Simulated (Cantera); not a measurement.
A Cantera script and what it prints.

```python
import numpy as np
import cantera as ct

gas_names = """
    Fe FeO Fe(OH)2 H HO2 H2 H2O H2O2 H2S H2SO4 O OH O2 O3 S SH SO SO2 SO3 S2 S2O S8
""".split()
cond_names = """
    Fe(a) Fe(c) Fe(d) Fe(L) FeO(s) FeO(L) Fe(OH)2(s) Fe(OH)3(s) FeS(a) FeS(b) FeS(c) FeS(L) FeSO4(s)
    FeS2(s) Fe2O3(s) Fe2S3O12(s) Fe3O4(s) H2O(s) H2O(L) H2SO4(L) S(cr1) S(cr2) S(L)
""".split()


# ... load() reads the species with a 1 bar reference pressure and builds the phases ...
atoms = {
    'Fe2O3': {'Fe': 2, 'O': 3},
    'SO3': {'S': 1, 'O': 3},
    'H2O': {'H': 2, 'O': 1},
    'H2S': {'H': 2, 'S': 1},
}
top_T = {'FeSO4(s)': 950, 'FeS2(s)': 1010, 'Fe2O3(s)': 1830, 'Fe2S3O12(s)': 1100, 'Fe3O4(s)': 1870}  # K; cautious upper limits of use, not melting points


# ... equilibrate(T, P, feed) seeds the gas with the atoms and calls Mixture.equilibrate('TP', solver="vcs", rtol=1e-11, max_steps=5000) ...
results = []
T = 1325  # K
P = 34000  # Pa
for m in [0.098, 0.36, 0.62, 0.89, 1.1, 1.4, 1.7, 1.9, 2.2]:
    feed = {'Fe2O3': 1, 'SO3': 0.38, 'H2O': 4.3, 'H2S': m}  # mol
    mix = equilibrate(T, P, feed)
    results.append((T, P, feed, dict(zip(mix.species_names, mix.species_moles))))
    x = sorted(zip(gas.X, gas.species_names), reverse=True)
    print(f"T = {T:g} K  P = {P:g} Pa  n(H2S) = {m:g} mol  gas = {mix.phase_moles(0):.4g} mol")
    print("   x: " + "  ".join(f"{s} {v:.3e}" for v, s in x if v > 0.001))
    print("   condensed (mol): " + ("  ".join(f"{mix.phase(i).name} {mix.phase_moles(i):.4g}"
          for i in range(1, mix.n_phases) if mix.phase_moles(i) > 1e-12) or "none"))
```

Output:

```
T = 1325 K  P = 34000 Pa  n(H2S) = 0.098 mol  gas = 4.918 mol
   x: H2O 8.943e-01  SO2 9.666e-02  O2 8.471e-03
   condensed (mol): Fe2O3(s) 1
T = 1325 K  P = 34000 Pa  n(H2S) = 0.36 mol  gas = 5.324 mol
   x: H2O 8.473e-01  SO2 1.183e-01  H2 1.975e-02  H2S 8.273e-03  S2 5.739e-03
   condensed (mol): Fe3O4(s) 0.6667
T = 1325 K  P = 34000 Pa  n(H2S) = 0.62 mol  gas = 5.744 mol
   x: H2O 8.179e-01  SO2 1.277e-01  H2 2.317e-02  H2S 1.547e-02  S2 1.459e-02
   condensed (mol): FeO(s) 1.192  Fe3O4(s) 0.2693
T = 1325 K  P = 34000 Pa  n(H2S) = 0.89 mol  gas = 6.121 mol
   x: H2O 8.047e-01  SO2 1.311e-01  H2 2.428e-02  S2 1.977e-02  H2S 1.888e-02
   condensed (mol): FeO(s) 1.903  FeS(c) 0.09722
T = 1325 K  P = 34000 Pa  n(H2S) = 1.1 mol  gas = 6.334 mol
   x: H2O 8.088e-01  SO2 1.269e-01  H2 2.467e-02  S2 1.935e-02  H2S 1.897e-02
   condensed (mol): FeO(s) 1.702  FeS(c) 0.2979
T = 1325 K  P = 34000 Pa  n(H2S) = 1.4 mol  gas = 6.639 mol
   x: H2O 8.142e-01  SO2 1.214e-01  H2 2.520e-02  H2S 1.910e-02  S2 1.879e-02
   condensed (mol): FeO(s) 1.415  FeS(c) 0.5847
T = 1325 K  P = 34000 Pa  n(H2S) = 1.7 mol  gas = 6.943 mol
   x: H2O 8.192e-01  SO2 1.164e-01  H2 2.571e-02  H2S 1.922e-02  S2 1.827e-02
   condensed (mol): FeO(s) 1.129  FeS(c) 0.8714
T = 1325 K  P = 34000 Pa  n(H2S) = 1.9 mol  gas = 7.146 mol
   x: H2O 8.222e-01  SO2 1.133e-01  H2 2.604e-02  H2S 1.929e-02  S2 1.794e-02
   condensed (mol): FeO(s) 0.9374  FeS(c) 1.063
T = 1325 K  P = 34000 Pa  n(H2S) = 2.2 mol  gas = 7.451 mol
   x: H2O 8.264e-01  SO2 1.090e-01  H2 2.651e-02  H2S 1.939e-02  S2 1.749e-02
   condensed (mol): FeO(s) 0.6506  FeS(c) 1.349
```

These are equilibrium values from Cantera (NASA tables, ideal gas, pure condensed phases), not measurements of a reactor. Metal and sulfide melt together well below either melting point, which pure phases cannot show. Mutual solubility and eutectic melting of coexisting phases are not modelled. The tables' stoichiometric FeO is somewhat more stable than real wüstite, so its field is too wide. FeO, FeS: taken at fixed stoichiometry.
